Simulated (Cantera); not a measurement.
Input: 1 mol Fe3O4, 0.81 mol CO, 5.8 mol H2, at 1925 °C and 1000 Pa.

Cantera equilibrium calculation (NASA polynomials, part measured and part estimated; ideal gas, pure solids and liquids). Candidate condensed phases: C, C6H6, C7H8, C8H18, Fe, Fe(CO)5, FeO, Fe(OH)2, Fe(OH)3, Fe2O3, Fe3O4, H2O; 114 gas species. The tables' stoichiometric FeO is somewhat more stable than real wüstite, so its field is too wide. FeO: taken at fixed stoichiometry. Rates play no part.

Base state: H2 0.394, H2O 0.285, Fe 0.181, CO 0.0857, H 0.0349, CO2 0.0118, FeO 0.00402, OH 0.00352 (mole fractions); condensed: FeO(l).

Question: What changes in the equilibrium state with this change: temperature from 1925 °C to 1902 °C?

Answer: 
| species | before | after |
|---|---|---|
| H2 | 0.394 | 0.425 |
| H2O | 0.285 | 0.273 |
| Fe | 0.181 | 0.164 |
| H | 0.0349 | 0.0318 |
| CO2 | 0.0118 | 0.0110 |
| CO | 0.0857 | 0.0889 |
| O2 | 6.66e-5 | 3.92e-5 |
| O | 0.000218 | 0.000144 |
| FeO | 0.00402 | 0.00309 |
| OH | 0.00352 | 0.00275 |
| Fe(OH)2 | 0.000251 | 0.000221 |
| FeO(l), mol | 1.46 | 1.64 |
